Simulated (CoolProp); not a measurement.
Model: reference Helmholtz-energy equation of state, de Reuck 1990, in CoolProp.

Problem. For fluorine, give the phase and the cp (kJ/(kg K)), expansivity (1/kK), fugacity coefficient at 91.4 K and 11.9 bar; 91.4 K and 21.4 bar.

Solution. 
- 91.4 K and 11.9 bar: liquid; cp 1.53, expansivity 5.04, fugacity coefficient 0.164
- 91.4 K and 21.4 bar: liquid; cp 1.52, expansivity 4.97, fugacity coefficient 0.0941
